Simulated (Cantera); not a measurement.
Input (Python, Cantera) and output of one run.

```python
import numpy as np
import cantera as ct

gas_names = [...]  # 110 gases of nasa_gas.yaml made of C, H, O
cond_names = """
    C(gr) C6H6(L) C7H8(L) C8H18(L),n-octa H2O(s) H2O(L)
""".split()


# ... load() reads the species with a 1 bar reference pressure and builds the phases ...
atoms = {
    'toluene': {'C': 7, 'H': 8},
    'CO2': {'C': 1, 'O': 2},
}
top_T = {'C(gr)': 4500}  # K; cautious upper limits of use, not melting points


# ... equilibrate(T, P, feed) seeds the gas with the atoms and calls Mixture.equilibrate('TP', solver="vcs", rtol=1e-11, max_steps=5000) ...
results = []
feed = {'toluene': 1, 'CO2': 0.086}  # mol
T = 1950  # K
P = 110000  # Pa
mix = equilibrate(T, P, feed)
results.append((T, P, feed, dict(zip(mix.species_names, mix.species_moles))))
x = sorted(zip(gas.X, gas.species_names), reverse=True)
print(f"T = {T:g} K  P = {P:g} Pa  gas = {mix.phase_moles(0):.4g} mol")
print("   x: " + "  ".join(f"{s} {v:.3e}" for v, s in x if v > 1e-05))
print("   condensed (mol): " + ("  ".join(f"{mix.phase(i).name} {mix.phase_moles(i):.4g}"
      for i in range(1, mix.n_phases) if mix.phase_moles(i) > 1e-12) or "none"))
```

It prints:

```
T = 1950 K  P = 110000 Pa  gas = 4.172 mol
   x: H2 9.567e-01  CO 4.122e-02  H 1.069e-03  C2H2,acetylene 5.229e-04  CH4 4.898e-04  CH3 1.091e-05
   condensed (mol): C(gr) 6.908
```

Method: chemical equilibrium by Gibbs-energy minimisation in Cantera with the NASA 1993 tables (ideal gas, pure condensed phases).
